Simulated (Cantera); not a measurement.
Carbon deposition, reforming and gasification: C2H2 + NH3 + H2

Charge: 1 mol C2H2, 0.017 mol NH3, 3.1 mol H2, at 6680 Torr.

Equilibrium computed with Cantera from the NASA thermochemical tables; the gas is ideal and each condensed phase is pure. Candidate condensed phases: C, C6H6, C7H8, C8H18; 92 gas species. Rates play no part.

| T (K) | log p H2 | log p CH4 | log p N2 | log p NH3 | log p HCN | log p C2H6 | log p C2H2 (acetylene) | n C(graphite) |
|---|---|---|---|---|---|---|---|---|
| 600 | -0.28 | 0.92 | -1.47 | -2.54 | <-11 | -4.10 | <-11 | 0 |
| 750 | 0.18 | 0.87 | -1.49 | -2.76 | -8.26 | -3.46 | <-11 | 0.130 |
| 900 | 0.60 | 0.69 | -1.56 | -2.80 | -6.54 | -3.39 | -9.65 | 0.531 |
| 1050 | 0.81 | 0.38 | -1.64 | -2.98 | -5.37 | -3.62 | -7.57 | 1.12 |
| 1200 | 0.90 | -0.01 | -1.70 | -3.22 | -4.53 | -4.02 | -6.09 | 1.59 |
| 1350 | 0.93 | -0.38 | -1.72 | -3.46 | -3.88 | -4.45 | -4.98 | 1.82 |
| 1500 | 0.94 | -0.71 | -1.74 | -3.67 | -3.37 | -4.83 | -4.11 | 1.91 |
| 1650 | 0.94 | -0.99 | -1.75 | -3.85 | -2.96 | -5.16 | -3.40 | 1.95 |
log p: log10 of the partial pressure in bar; n: condensed amount in mol.

At 600 K nothing is condensed. From 750 K to 1650 K the condensed part is C(graphite). The main C-bearing gas is CH4 throughout. The share of C in condensed phases is highest at 1650 K (97.6 %) and lowest at 600 K (0.0 %).
